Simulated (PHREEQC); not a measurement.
Solution (25 °C): 2.7 mmol/kgw Cu(BF4)2, 27 mmol/kgw NaHF2 and 0.2 mmol/kgw NaBr. Closed to the air; pH follows from the charge balance.

The numbers come from PHREEQC with the ion-association model, wateq4f.dat.

Each row changes one thing in this solution. This is a speciation only: nothing precipitates in the calculation.

```json
[
 {"case": "as made", "pH": "3.15", "ionic strength (mol/kgw)": "0.0348", "F- (mol/kgw)": "0.0249", "HF (mol/kgw)": "0.0217", "HF2- (mol/kgw)": "0.00209", "H2F2 (mol/kgw)": "0.00124"},
 {"case": "0.011 mol/kgw TMAH added", "pH": "3.52", "ionic strength (mol/kgw)": "0.0450", "F- (mol/kgw)": "0.0355", "HF (mol/kgw)": "0.0131", "HF2- (mol/kgw)": "0.00181", "H2F2 (mol/kgw)": "0.000453"},
 {"case": "NaHF2 from 0.027 to 0.0405 mol/kgw", "pH": "3.15", "ionic strength (mol/kgw)": "0.0478", "F- (mol/kgw)": "0.0359", "HF (mol/kgw)": "0.0306", "HF2- (mol/kgw)": "0.00425", "H2F2 (mol/kgw)": "0.00246"},
 {"case": "NaBr left out", "pH": "3.15", "ionic strength (mol/kgw)": "0.0346", "F- (mol/kgw)": "0.0249", "HF (mol/kgw)": "0.0217", "HF2- (mol/kgw)": "0.00209", "H2F2 (mol/kgw)": "0.00124"},
 {"case": "diluted 5-fold with water", "pH": "3.23", "ionic strength (mol/kgw)": "0.00761", "F- (mol/kgw)": "0.00590", "HF (mol/kgw)": "0.00473", "HF2- (mol/kgw)": "0.000107", "H2F2 (mol/kgw)": "5.85e-5"},
 {"case": "Cu(BF4)2 left out", "pH": "3.17", "ionic strength (mol/kgw)": "0.0277", "F- (mol/kgw)": "0.0254", "HF (mol/kgw)": "0.0216", "HF2- (mol/kgw)": "0.00212", "H2F2 (mol/kgw)": "0.00123"},
 {"case": "NaBr from 0.0002 to 0.001 mol/kgw", "pH": "3.15", "ionic strength (mol/kgw)": "0.0356", "F- (mol/kgw)": "0.0249", "HF (mol/kgw)": "0.0217", "HF2- (mol/kgw)": "0.00209", "H2F2 (mol/kgw)": "0.00124"},
 {"case": "temperature from 25 to 5 °C", "pH": "3.05", "ionic strength (mol/kgw)": "0.0351", "F- (mol/kgw)": "0.0257", "HF (mol/kgw)": "0.0202", "HF2- (mol/kgw)": "0.00163", "H2F2 (mol/kgw)": "0.00213"},
 {"case": "NaHF2 from 0.027 to 0.0054 mol/kgw", "pH": "3.18", "ionic strength (mol/kgw)": "0.0141", "F- (mol/kgw)": "0.00593", "HF (mol/kgw)": "0.00522", "HF2- (mol/kgw)": "0.000119", "H2F2 (mol/kgw)": "7.13e-5"}
]
```

(CH3)4N+ isn't in the database: it is added as a free cation with an ion size of 4 Å. At this temperature some constants are extrapolated from 25 °C, and those without enthalpy data are left unchanged. Real BF4- forms and hydrolyses slowly; the run takes it at equilibrium.
